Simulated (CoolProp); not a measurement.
A simple Rankine cycle with R123: condensing at 314.15 K, boiler at 3.01 MPa, turbine inlet 449.6 K, turbine efficiency 0.9, pump efficiency 0.8, no recuperator. Each further row changes one setting.

Computed with CoolProp (reference Helmholtz-energy equation of state, Younglove 1994). It is a modified Benedict-Webb-Rubin equation, recast in Helmholtz form.

| case | thermal efficiency (%) | net work (kJ/kg) | heat in (kJ/kg) | turbine exit temperature (K) | volume ratio over the turbine |
|---|---|---|---|---|---|
| as stated | 18.7 | 42.6 | 228 | 341.9 | 24.6 |
| turbine inlet 469.6 K | 19.0 | 48.3 | 254 | 369.2 | 21.3 |
| condensing temperature 306.15 K | 19.8 | 46.8 | 236 | 335.3 | 31.8 |
| boiler pressure 2.11 MPa | 17.5 | 43.1 | 247 | 366.6 | 14.0 |
| turbine efficiency 0.8 | 16.5 | 37.6 | 228 | 348.6 | 25.1 |
